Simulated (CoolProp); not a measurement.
A single-stage vapour-compression cycle with ethane: evaporating at 247.15 K (dew point), condensing at 277.15 K (bubble point), superheat 10 K, subcooling 0 K, compressor efficiency 0.85, no pressure losses. Each further row changes one setting.

Computed with CoolProp (reference Helmholtz-energy equation of state, Bücker 2006).

```tsv
case	cooling COP	pressure ratio	discharge temperature (K)	refrigerating effect (kJ/kg)	volumetric capacity (kJ/m³)
as stated	5.29	2.19	304.8	303	6100
evaporating temperature 252.15 K	6.61	1.90	301.6	306	7120
condensing temperature 272.15 K	6.64	1.94	297.2	321	6450
subcooling 5 K	5.60	2.19	304.8	321	6470
superheat 20 K	5.27	2.19	314.9	323	6090
compressor efficiency 0.75	4.66	2.19	308.0	303	6100
```
